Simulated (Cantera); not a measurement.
An adiabatic, constant-volume homogeneous reactor starts with CH₄ : C₂H₆ : C₃H₈ : O₂ : N₂ = 1 : 0.035 : 0.82 : 7.68 : 28.9 (molar parts), at 1175 K and 1.80 bar. Integrator tolerance rtol = 1e-08.

Computed with Cantera and GRI-Mech 3.0 (53 species, 325 reactions). GRI-Mech 3.0 was tuned for natural gas; its chemistry of propane as a main component is partial and can be far from experiment.

Question: What does this change do: initial temperature 1175 to 1500 K?

Answer: 
```tsv
quantity	before	after
time of steepest temperature rise	7.76 ms	61.2 µs
temperature at 3.00 s	2785 K	2893 K
equilibrium temperature	2785 K	2893 K
x(CH₄) at 3.00 s	<1e-12 (gas-phase equilibrium <1e-12)	<1e-12 (gas-phase equilibrium <1e-12)
x(C₂H₆) at 3.00 s	<1e-12 (gas-phase equilibrium <1e-12)	<1e-12 (gas-phase equilibrium <1e-12)
x(C₃H₈) at 3.00 s	<1e-12 (gas-phase equilibrium <1e-12)	<1e-12 (gas-phase equilibrium <1e-12)
x(H₂) at 3.00 s	0.00598 (gas-phase equilibrium 0.00598)	0.00896 (gas-phase equilibrium 0.00896)
x(O) at 3.00 s	0.00473 (gas-phase equilibrium 0.00473)	0.00811 (gas-phase equilibrium 0.00811)
x(CH₂O) at 3.00 s	2.44e-10 (gas-phase equilibrium 2.44e-10)	4.24e-10 (gas-phase equilibrium 4.24e-10)
x(C₂H₂) at 3.00 s	<1e-12 (gas-phase equilibrium <1e-12)	<1e-12 (gas-phase equilibrium <1e-12)
```

Question: What does this change do: initial temperature 1175 to 1798 K?

Answer: 
| quantity | before | after |
|---|---|---|
| time of steepest temperature rise | 7.76 ms | 8.83 µs |
| temperature at 3.00 s | 2785 K | 2984 K |
| equilibrium temperature | 2785 K | 2984 K |
| x(CH₄) at 3.00 s | <1e-12 (gas-phase equilibrium <1e-12) | <1e-12 (gas-phase equilibrium <1e-12) |
| x(C₂H₆) at 3.00 s | <1e-12 (gas-phase equilibrium <1e-12) | <1e-12 (gas-phase equilibrium <1e-12) |
| x(C₃H₈) at 3.00 s | <1e-12 (gas-phase equilibrium <1e-12) | <1e-12 (gas-phase equilibrium <1e-12) |
| x(H₂) at 3.00 s | 0.00598 (gas-phase equilibrium 0.00598) | 0.0119 (gas-phase equilibrium 0.0119) |
| x(O) at 3.00 s | 0.00473 (gas-phase equilibrium 0.00473) | 0.0123 (gas-phase equilibrium 0.0123) |
| x(CH₂O) at 3.00 s | 2.44e-10 (gas-phase equilibrium 2.44e-10) | 6.16e-10 (gas-phase equilibrium 6.16e-10) |
| x(C₂H₂) at 3.00 s | <1e-12 (gas-phase equilibrium <1e-12) | <1e-12 (gas-phase equilibrium <1e-12) |

Question: What does this change do: CH4 1 to 1.4 parts?

Answer: 
```
quantity                                                              before                                      after
---------------------------------  -----------------------------------------  -----------------------------------------
time of steepest temperature rise                                    7.76 ms                                    8.44 ms
temperature at 3.00 s                                                 2785 K                                     2845 K
equilibrium temperature                                               2785 K                                     2845 K
x(CH₄) at 3.00 s                       <1e-12 (gas-phase equilibrium <1e-12)      <1e-12 (gas-phase equilibrium <1e-12)
x(C₂H₆) at 3.00 s                      <1e-12 (gas-phase equilibrium <1e-12)      <1e-12 (gas-phase equilibrium <1e-12)
x(C₃H₈) at 3.00 s                      <1e-12 (gas-phase equilibrium <1e-12)      <1e-12 (gas-phase equilibrium <1e-12)
x(H₂) at 3.00 s                      0.00598 (gas-phase equilibrium 0.00598)    0.00987 (gas-phase equilibrium 0.00987)
x(O) at 3.00 s                       0.00473 (gas-phase equilibrium 0.00473)    0.00485 (gas-phase equilibrium 0.00485)
x(CH₂O) at 3.00 s                  2.44e-10 (gas-phase equilibrium 2.44e-10)  6.11e-10 (gas-phase equilibrium 6.11e-10)
x(C₂H₂) at 3.00 s                      <1e-12 (gas-phase equilibrium <1e-12)      <1e-12 (gas-phase equilibrium <1e-12)
```
